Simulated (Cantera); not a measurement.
A freely propagating, adiabatic, planar premixed flame of H2 : O2 : N2 = 1 : 0.217 : 0.817 (molar parts), unburnt at 373 K and 750 Torr; multicomponent transport, grid criteria slope 0.08 and curve 0.16, no radiation.

Model: the H2/O2 subset of GRI-Mech 3.0, which has no nitrogen chemistry, integrated in Cantera. Burning velocities carry a grid error of a few per cent, more on coarse grids.

x: mole fraction of selected species; z is measured from the peak of heat release.

```csv
z (mm),T (K),u (m/s),x H2,x O2,x O,x HO2,x H,x H2O
-1.13,373,3.84,0.492,0.107,<1e-8,<1e-8,<1e-8,<1e-8
-0.756,373,3.84,0.492,0.107,<1e-8,<1e-8,<1e-8,<1e-8
-0.567,373,3.84,0.492,0.107,<1e-8,<1e-8,<1e-8,1.16e-8
-0.378,373,3.84,0.492,0.107,<1e-8,1.40e-7,<1e-8,4.62e-7
-0.189,413,4.22,0.487,0.107,5.18e-6,0.000247,4.21e-5,0.00104
-0.0945,714,7.13,0.456,0.0983,0.000183,0.000213,0.00554,0.0253
0,1101,10.7,0.383,0.0700,0.00141,7.99e-5,0.0305,0.0900
0.0945,1366,13.1,0.305,0.0272,0.00204,2.79e-5,0.0592,0.174
0.189,1491,14.2,0.274,(withheld),(withheld),(withheld),(withheld),0.215
0.378,1596,15.2,0.271,0.000514,0.000425,4.82e-7,0.0623,0.228
0.756,1695,16.0,0.279,0.000113,0.000293,1.16e-7,0.0492,0.231
1.51,1790,16.8,0.288,6.49e-5,0.000180,7.01e-8,0.0358,0.233
3.02,1870,17.4,0.295,(withheld),(withheld),(withheld),(withheld),0.235
```

Q: Fill in the missing entries.

A: 
- 0.189, x O2: 0.00674
- 0.189, x O: 0.00103
- 0.189, x HO2: 6.64e-6
- 0.189, x H: 0.0683
- 3.02, x O2: 3.22e-5
- 3.02, x O: 9.12e-5
- 3.02, x HO2: 3.82e-8
- 3.02, x H: 0.0241
